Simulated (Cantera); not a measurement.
A closed system holds: 1 mol CH₂F₂, 0.83 mol CH₄, held at 1.50 Pa.

Method: chemical equilibrium by Gibbs-energy minimisation in Cantera with the NASA 1993 tables (ideal gas, pure condensed phases). Candidate condensed phases: C, C₆H₆, C₇H₈, C₈H₁₈; 95 gas species. Rates play no part. All values below are at 2902 °C.

Base state: H 0.582, F 0.216, C 0.196, HF 0.00328, C₂ 0.00185, CF 0.000425, C₃ 0.000212, H₂ 7.36e-5 (mole fractions); condensed: gas only.

What changes in the equilibrium state with this change: pressure from 1.50 Pa to 17.0 mbar?


```json
[
 {"species": "H", "before": "0.582", "after": "0.475"},
 {"species": "HF", "before": "0.00328", "after": "0.322"},
 {"species": "C₃", "before": "0.000212", "after": "0.0814"},
 {"species": "F", "before": "0.216", "after": "0.0230"},
 {"species": "C", "before": "0.196", "after": "0.0131"},
 {"species": "H₂", "before": "7.36e-5", "after": "0.0558"},
 {"species": "C₂H₂ (acetylene)", "before": "1.08e-9", "after": "0.00468"},
 {"species": "C₅", "before": "<1e-9", "after": "0.00206"},
 {"species": "C₄H₂", "before": "<1e-9", "after": "0.000164"}
]
```
